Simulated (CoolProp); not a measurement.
Properties of R245fa along the isobar 3830 kPa (Tc = 153.9 °C, pc = 3651 kPa, ω = 0.378).

Model: reference Helmholtz-energy equation of state, Akasaka 2015, in CoolProp.

| T (°C) | phase | cp (kJ/(kg K)) | Prandtl number | fugacity coefficient |
|---|---|---|---|---|
| 0.15 | liquid | 1.254 | 6.95 | 0.01597 |
| 12.95 | liquid | 1.280 | 6.30 | 0.02724 |
| 25.85 | liquid | 1.307 | 5.76 | 0.04394 |
| 38.65 | liquid | 1.336 | 5.30 | 0.06704 |
| 51.45 | liquid | 1.368 | 4.90 | 0.09777 |
| 64.25 | liquid | 1.403 | 4.56 | 0.1370 |
| 77.05 | liquid | 1.442 | 4.25 | 0.1854 |
| 89.95 | liquid | 1.488 | 3.98 | 0.2436 |
| 102.75 | liquid | 1.545 | 3.75 | 0.3104 |
| 115.55 | liquid | 1.621 | 3.56 | 0.3854 |
| 128.35 | liquid | 1.739 | 3.43 | 0.4672 |
| 141.25 | liquid | 1.989 | 3.45 | 0.5540 |
| 154.05 | supercritical | 3.977 | 5.37 | 0.6399 |
| 166.85 | supercritical | 2.282 | 1.48 | 0.6933 |

The peak of cp marks the crossing from liquid-like to gas-like fluid above the critical point.

Viscosity comes from a separate model (Bell 2016), an estimate that may be off by 10 % or more. Thermal conductivity comes from a separate model (Huber 2003), an estimate that may be off by 10 % or more.
